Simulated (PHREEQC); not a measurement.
Na2CO3 is added in steps, without added water, to 1 kg of water holding 0.012 mol/kgw Fe2(SO4)3, at 25 °C. O2 is buffered at 0.21 atm. No CO2 enters from the air. Only these solids could form: Fe(OH)3(a), Jarosite-Na, Mirabilite, Nahcolite, Natron.

Base run: PHREEQC, ion-association model, wateq4f.dat. Each further column changes one thing. The table gives pH.

```json
[
 {"Na2CO3 added (mol)": "0", "base": "2.76", "Fe2(SO4)3 replaced by ZnSO4 at the same molality": "5.73", "Fe2(SO4)3 from 0.012 to 0.0012 mol/kgw": "3.01", "no solid may form": "2.76"},
 {"Na2CO3 added (mol)": "0.009375", "base": "2.21", "Fe2(SO4)3 replaced by ZnSO4 at the same molality": "7.17", "Fe2(SO4)3 from 0.012 to 0.0012 mol/kgw": "9.54", "no solid may form": "3.44"},
 {"Na2CO3 added (mol)": "0.02344", "base": "3.31", "Fe2(SO4)3 replaced by ZnSO4 at the same molality": "9.87", "Fe2(SO4)3 from 0.012 to 0.0012 mol/kgw": "10.28", "no solid may form": "5.35"},
 {"Na2CO3 added (mol)": "0.03281", "base": "4.90", "Fe2(SO4)3 replaced by ZnSO4 at the same molality": "9.99", "Fe2(SO4)3 from 0.012 to 0.0012 mol/kgw": "10.42", "no solid may form": "6.15"},
 {"Na2CO3 added (mol)": "0.04688", "base": "6.16", "Fe2(SO4)3 replaced by ZnSO4 at the same molality": "10.10", "Fe2(SO4)3 from 0.012 to 0.0012 mol/kgw": "10.54", "no solid may form": "6.78"},
 {"Na2CO3 added (mol)": "0.05625", "base": "6.62", "Fe2(SO4)3 replaced by ZnSO4 at the same molality": "10.22", "Fe2(SO4)3 from 0.012 to 0.0012 mol/kgw": "10.60", "no solid may form": "7.14"},
 {"Na2CO3 added (mol)": "0.07031", "base": "7.67", "Fe2(SO4)3 replaced by ZnSO4 at the same molality": "10.33", "Fe2(SO4)3 from 0.012 to 0.0012 mol/kgw": "10.66", "no solid may form": "7.86"},
 {"Na2CO3 added (mol)": "0.07969", "base": "8.75", "Fe2(SO4)3 replaced by ZnSO4 at the same molality": "10.39", "Fe2(SO4)3 from 0.012 to 0.0012 mol/kgw": "10.69", "no solid may form": "8.38"},
 {"Na2CO3 added (mol)": "0.09375", "base": "9.16", "Fe2(SO4)3 replaced by ZnSO4 at the same molality": "10.46", "Fe2(SO4)3 from 0.012 to 0.0012 mol/kgw": "10.73", "no solid may form": "8.81"},
 {"Na2CO3 added (mol)": "0.1031", "base": "9.29", "Fe2(SO4)3 replaced by ZnSO4 at the same molality": "10.49", "Fe2(SO4)3 from 0.012 to 0.0012 mol/kgw": "10.76", "no solid may form": "8.98"},
 {"Na2CO3 added (mol)": "0.1172", "base": "9.43", "Fe2(SO4)3 replaced by ZnSO4 at the same molality": "10.54", "Fe2(SO4)3 from 0.012 to 0.0012 mol/kgw": "10.79", "no solid may form": "9.16"},
 {"Na2CO3 added (mol)": "0.1266", "base": "9.50", "Fe2(SO4)3 replaced by ZnSO4 at the same molality": "10.56", "Fe2(SO4)3 from 0.012 to 0.0012 mol/kgw": "10.80", "no solid may form": "9.24"},
 {"Na2CO3 added (mol)": "0.1406", "base": "9.57", "Fe2(SO4)3 replaced by ZnSO4 at the same molality": "10.59", "Fe2(SO4)3 from 0.012 to 0.0012 mol/kgw": "10.83", "no solid may form": "9.34"},
 {"Na2CO3 added (mol)": "0.15", "base": "9.62", "Fe2(SO4)3 replaced by ZnSO4 at the same molality": "10.61", "Fe2(SO4)3 from 0.012 to 0.0012 mol/kgw": "10.84", "no solid may form": "9.39"}
]
```

 The database's zinc carbonate complexes are estimates, stronger than later reviews accept. In at least one series the solution becomes supersaturated in solids that the run did not let form, among them Fe(OH)3(a), Jarosite-Na. Solids allowed in the column 'Fe2(SO4)3 replaced by ZnSO4 at the same molality': Zn(OH)2-a, Smithsonite, Zn4(OH)6SO4, Mirabilite, Goslarite, Nahcolite, Natron.
